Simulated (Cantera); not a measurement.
## NO annealing gas

An isothermal, constant-pressure homogeneous reactor starts with NO : N2 = 1 : 3.7 (molar parts), at 2000 K and 98000 Pa.

Computed with Cantera and GRI-Mech 3.0 (53 species, 325 reactions).

```csv
t (s),x NO,x O,x O2,x N2O,x N2
2.00e-6,0.213,1.02e-7,3.23e-11,1.03e-7,0.787
6.65e-6,0.213,3.27e-7,3.49e-10,3.40e-7,0.787
2.21e-5,0.213,9.89e-7,3.63e-9,1.11e-6,0.787
7.34e-5,0.213,2.75e-6,3.64e-8,3.48e-6,0.787
0.000244,0.213,8.27e-6,4.37e-7,9.58e-6,0.787
0.000810,0.213,2.68e-5,8.54e-6,1.86e-5,0.787
0.00269,0.212,4.37e-5,0.000108,2.16e-5,0.787
0.00894,0.212,4.61e-5,0.000511,2.15e-5,0.788
0.0297,0.209,5.23e-5,0.00186,2.09e-5,0.789
0.0988,0.200,6.91e-5,0.00635,1.90e-5,0.794
0.328,0.171,0.000106,0.0207,1.38e-5,0.808
1.09,0.101,0.000163,0.0556,4.90e-6,0.843
3.62,0.0247,0.000209,0.0939,5.79e-7,0.881
12.0,0.00617,0.000218,0.103,3.41e-7,0.890
40.0,0.00574,0.000219,0.103,3.39e-7,0.891
```
x: mole fraction; the columns are a selection and need not sum to one.

Equilibrium at this temperature and pressure: NO 0.00574, O 0.000219, O2 0.103, N2O 3.39e-7, N2 0.891 (gas phase only).
